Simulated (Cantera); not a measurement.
A Cantera script and what it prints.

```python
import numpy as np
import cantera as ct

gas_names = """
    B BN BO BO2 B2 B2O B2O2 B2O3 N NO NO2 NO3 N2 N2O O O2 O3
""".split()
cond_names = """
    B(b) B(L) BN(s) B2O3(L)
""".split()


# ... load() reads the species with a 1 bar reference pressure and builds the phases ...
atoms = {
    'B': {'B': 1},
    'O2': {'O': 2},
    'N2': {'N': 2},
}
top_T = {'BN(s)': 3200}  # K; cautious upper limits of use, not melting points


# ... equilibrate(T, P, feed) seeds the gas with the atoms and calls Mixture.equilibrate('TP', solver="vcs", rtol=1e-11, max_steps=5000) ...
results = []
feed = {'B': 1, 'O2': 0.064, 'N2': 100}  # mol
P = 13332.2  # Pa
for T in [823, 973, 1123, 1273, 1423, 1573, 1723, 1873, 2023, 2173]:
    mix = equilibrate(T, P, feed)
    results.append((T, P, feed, dict(zip(mix.species_names, mix.species_moles))))
    x = sorted(zip(gas.X, gas.species_names), reverse=True)
    print(f"T = {T:g} K  P = {P:g} Pa  gas = {mix.phase_moles(0):.4g} mol")
    print("   x: " + "  ".join(f"{s} {v:.3e}" for v, s in x if v > 1e-06))
    print("   condensed (mol): " + ("  ".join(f"{mix.phase(i).name} {mix.phase_moles(i):.4g}"
          for i in range(1, mix.n_phases) if mix.phase_moles(i) > 1e-12) or "none"))
```

Output:

```
T = 823 K  P = 13332.2 Pa  gas = 99.54 mol
   x: N2 1.000e+00
   condensed (mol): BN(s) 0.9147  B2O3(L) 0.04267
T = 973 K  P = 13332.2 Pa  gas = 99.54 mol
   x: N2 1.000e+00
   condensed (mol): BN(s) 0.9147  B2O3(L) 0.04267
T = 1123 K  P = 13332.2 Pa  gas = 99.54 mol
   x: N2 1.000e+00
   condensed (mol): BN(s) 0.9147  B2O3(L) 0.04267
T = 1273 K  P = 13332.2 Pa  gas = 99.54 mol
   x: N2 1.000e+00
   condensed (mol): BN(s) 0.9147  B2O3(L) 0.0426
T = 1423 K  P = 13332.2 Pa  gas = 99.55 mol
   x: N2 1.000e+00  B2O3 3.078e-05
   condensed (mol): BN(s) 0.9146  B2O3(L) 0.03958
T = 1573 K  P = 13332.2 Pa  gas = 99.59 mol
   x: N2 9.996e-01  B2O3 4.189e-04  B2O2 1.243e-05  BO 3.719e-06
   condensed (mol): BN(s) 0.9137
T = 1723 K  P = 13332.2 Pa  gas = 99.59 mol
   x: N2 9.995e-01  B2O3 3.711e-04  B2O2 6.693e-05  BO 3.784e-05
   condensed (mol): BN(s) 0.909
T = 1873 K  P = 13332.2 Pa  gas = 99.62 mol
   x: N2 9.994e-01  BO 2.277e-04  B2O3 2.161e-04  B2O2 2.042e-04
   condensed (mol): BN(s) 0.8935
T = 2023 K  P = 13332.2 Pa  gas = 99.66 mol
   x: N2 9.990e-01  BO 6.956e-04  B2O2 2.335e-04  B2O3 4.035e-05
   condensed (mol): BN(s) 0.876
T = 2173 K  P = 13332.2 Pa  gas = 99.68 mol
   x: N2 9.988e-01  BO 1.087e-03  B2O2 9.409e-05  B2O 2.328e-06  B2O3 2.055e-06  B 1.375e-06
   condensed (mol): BN(s) 0.8718
```

Method: chemical equilibrium by Gibbs-energy minimisation in Cantera with the NASA 1993 tables (ideal gas, pure condensed phases). N2 is the only nitrogen source here; it is nearly inert below about 1500 K, so the nitride shown seldom forms there in practice. Mutual solubility and eutectic melting of coexisting phases are not modelled.
